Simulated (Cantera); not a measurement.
Cantera run:

```python
import numpy as np
import cantera as ct

gas_names = """
    Electron H H+ H- HO2 H2 H2+ H2- H2O H2O+ H2O2 H3O+ O O+ O- OH OH+ OH- O2 O2+ O2- O3 P P+ PH PH3 PO
    PO2 P2 P4 P4O10
""".split()
cond_names = """
    H2O(s) H2O(L) P(cr) P(L) P4O10(s)
""".split()


# ... load() reads the species with a 1 bar reference pressure and builds the phases ...
atoms = {
    'PH3': {'P': 1, 'H': 3},
    'O2': {'O': 2},
}
top_T = {'P4O10(s)': 690}  # K; cautious upper limits of use, not melting points


# ... equilibrate(T, P, feed) seeds the gas with the atoms and calls Mixture.equilibrate('TP', solver="vcs", rtol=1e-11, max_steps=5000) ...
results = []
feed = {'PH3': 1, 'O2': 0.36}  # mol
P = 10000  # Pa
for T in [3000, 3250, 3500, 3750, 4000, 4250, 4500, 4750, 5000]:
    mix = equilibrate(T, P, feed)
    results.append((T, P, feed, dict(zip(mix.species_names, mix.species_moles))))

top = {s: max(r[3][s] / sum(r[3][g] for g in gas_names) for r in results) for s in gas_names}
cols = sorted((s for s in top if top[s] > 0.0001), key=lambda s: -top[s])[:6]
seen = [c for c in cond_names if any(r[3].get(c, 0) > 1e-12 for r in results)]
print("log10 of partial pressures in bar; condensed amounts in mol")
print(f"{'T/K':>10s}" + "".join(f"{s[:9]:>10s}" for s in cols + seen))
for T, P, feed, n in results:
    ng = sum(n[g] for g in gas_names)
    print(f"{T:10.4g}" + "".join(f"{np.log10(max(n[s] / ng * P / 1e5, 1e-99)):10.3f}" for s in cols)
          + "".join(f"{n.get(c, 0):10.4g}" for c in seen))
```

Output:

```
log10 of partial pressures in bar; condensed amounts in mol
       T/K         H        H2        PO         P         O        P2
      3000    -1.520    -1.437    -1.646    -2.401    -3.760    -2.391
      3250    -1.323    -1.660    -1.701    -2.201    -3.195    -2.668
      3500    -1.219    -1.981    -1.782    -2.069    -2.704    -2.987
      3750    -1.181    -2.365    -1.902    -1.949    -2.332    -3.256
      4000    -1.177    -2.759    -2.086    -1.838    -2.088    -3.483
      4250    -1.184    -3.129    -2.342    -1.759    -1.947    -3.722
      4500    -1.190    -3.458    -2.652    -1.714    -1.876    -3.989
      4750    -1.194    -3.749    -2.981    -1.693    -1.844    -4.269
      5000    -1.196    -4.008    -3.303    -1.684    -1.830    -4.543
```

Equilibrium computed with Cantera from the NASA thermochemical tables; the gas is ideal and each condensed phase is pure. Gases not in the tables: HPO2, HPO3 and P4O6.
